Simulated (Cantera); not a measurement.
A closed system holds: 1 mol ZrO2, 57 mol H2, 1.2 mol N2, at 1552 °C and 1330 Pa.

Method: chemical equilibrium by Gibbs-energy minimisation in Cantera with the NASA 1993 tables (ideal gas, pure condensed phases). Candidate condensed phases: H2O, Zr, ZrN, ZrO2; 28 gas species. Mutual solubility and eutectic melting of coexisting phases are not modelled. ZrN: taken at fixed stoichiometry. Condensed phases not in the tables: solid solutions among these carbides, nitrides and lower oxides. Equilibrium is a limit: real reactors are often held back by kinetics, nucleation or transport.

Base state: H2 0.976, N2 0.0206, H 0.00377, H2O 1.70e-5 (mole fractions); condensed: ZrN(s) + ZrO2(tetragonal).

### Question
What changes in the equilibrium state with this change: ZrO2 replaced by V2O3?

### Answer
```
species                  before    after
---------------------  --------  -------
H2                        0.976    0.960
N2                       0.0206   0.0206
H2O                     1.70e-5   0.0154
VO2                           0  5.08e-5
H                       0.00377  0.00374
ZrN(s), mol            0.000494        0
ZrO2(tetragonal), mol     1.000        0
VO(s), mol                    0     1.80
V2O3(s), mol                  0   0.0961
```
VO: taken at fixed stoichiometry. Condensed phases not in the tables: the oxides between V2O3 and V2O5 other than VO2. Further candidate phases: V, VN, VO, V2O3, V2O4, V2O5.

### Question
What changes in the equilibrium state with this change: pressure from 1330 Pa to 101000 Pa?

### Answer
```
species                  before     after
---------------------  --------  --------
H2                        0.976     0.979
N2                       0.0206    0.0206
H                       0.00377  0.000433
H2O                     1.70e-5   5.02e-5
ZrN(s), mol            0.000494   0.00146
ZrO2(tetragonal), mol     1.000     0.999
```
